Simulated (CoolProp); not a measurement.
Vapour-liquid equilibrium of cyclohexane (1) + dimethyl carbonate (2) at 448.3 K; x and y are mole fractions of (1).

Model: multi-fluid Helmholtz-energy mixture model, Zhou 2014 and Zhou 2011; pair parameters Bell 2016, in CoolProp.

### Question
Give the bubble pressure and the first vapour's composition at x = 0.5, 0.65, 0.8. Is there an azeotrope?

### Answer
x = 0.5: 1.126 MPa, y = 0.514; x = 0.65: 1.117 MPa, y = 0.604; x = 0.8: 1.068 MPa, y = 0.716. y crosses x between x = 0.5 and 0.65: the model has an azeotrope there.

The pair parameters rest on a limited set of measurements; away from them the model extrapolates.
